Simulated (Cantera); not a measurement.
Feed: 1 mol SiH2Cl2, 0.81 mol Cl2, 740 mol H2, at 10.0 Torr.

Method: chemical equilibrium by Gibbs-energy minimisation in Cantera with the NASA 1993 tables (ideal gas, pure condensed phases). Candidate condensed phases: Si; 19 gas species. Equilibrium is a limit: real reactors are often held back by kinetics, nucleation or transport. All values below are at 1450 K.

Base state: H2 0.995, HCl 0.00473, H 8.17e-5, SiCl2 6.94e-5 (mole fractions); condensed: Si(s).

Q: What changes in the equilibrium state with this change: SiH2Cl2 replaced by Si2H6?

A: 
| species | before | after |
|---|---|---|
| H2 | 0.995 | 0.998 |
| HCl | 0.00473 | 0.00215 |
| H | 8.17e-5 | 8.18e-5 |
| SiCl2 | 6.94e-5 | 1.43e-5 |
| Si(s), mol | 0.947 | 1.99 |
The feed counts by its element totals alone.
